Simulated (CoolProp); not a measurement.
Properties of n-perfluorohexane at several states.

Values from CoolProp's reference Helmholtz-energy equation of state, Gao 2022.

| T (°C) | p (MPa) | phase | Z | cv (kJ/(kg K)) | Joule-Thomson coefficient (K/MPa) |
|---|---|---|---|---|---|
| 104.45 | 0.0627 | gas | 0.9766 | 0.9044 | 13.16 |
| 80.15 | 0.255 | liquid | 0.01954 | 0.9248 | -0.08906 |
| -37.55 | 0.593 | liquid | 0.05524 | 0.7559 | -0.3699 |
| 97.95 | 0.161 | gas | 0.9336 | 0.9000 | 15.08 |
